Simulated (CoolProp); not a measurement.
The numbers come from the reference Helmholtz-energy equation of state, Thol 2016 in CoolProp.

Question: Give the vapour pressure (bar), liquid density (kg/m³), vapour density (kg/m³), enthalpy of vaporisation (kJ/kg) of saturated hexamethyldisiloxane (MM) at 422.5, 458 K.

Answer: 
```json
[
 {"T (K)": "422.5", "p (bar)": "3.46", "liquid density (kg/m³)": "610", "vapour density (kg/m³)": "18.8", "enthalpy of vaporisation (kJ/kg)": "164"},
 {"T (K)": "458", "p (bar)": "7.03", "liquid density (kg/m³)": "553", "vapour density (kg/m³)": "40.1", "enthalpy of vaporisation (kJ/kg)": "137"}
]
```
